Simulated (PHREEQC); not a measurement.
A solution holds 0.035 mol HF and 0.68 mol KF per kg of water, at 25 °C. Closed to the air; pH follows from the charge balance.

Model: ion-association model, wateq4f.dat, run in PHREEQC.

**Question.** The ionic strength comes out as 0.680 mol/kgw. What activity coefficients do HF2-, F-, K+, H+ get?

**Answer.** HF2- 0.61, F- 0.61, K+ 0.62, H+ 0.76.

No solid was allowed to form.
